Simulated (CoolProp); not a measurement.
Properties of R22 along the isobar 6020 kPa.

Computed with CoolProp (reference Helmholtz-energy equation of state, Kamei 1995).

| T (K) | phase | density (kg/m³) | speed of sound (m/s) | viscosity (µPa s) |
|---|---|---|---|---|
| 316.5 | liquid | 1149 | 508.9 | 114 |
| 339.5 | liquid | 1044 | 397.7 | 87.0 |
| 362.4 | liquid | 889.8 | 266.8 | 63.4 |
| 385.3 | supercritical | 371.1 | 135.6 | 25.9 |
| 408.3 | supercritical | 242.8 | 161.6 | 22.0 |
| 431.2 | supercritical | 200.9 | 178.7 | 21.9 |
| 454.1 | supercritical | 176.2 | 192.0 | 22.3 |
| 477.1 | supercritical | 158.9 | 203.3 | 23.0 |
| 500 | supercritical | 145.7 | 213.1 | 23.7 |

Viscosity comes from a separate model (Bell 2016), an estimate that may be off by 10 % or more.
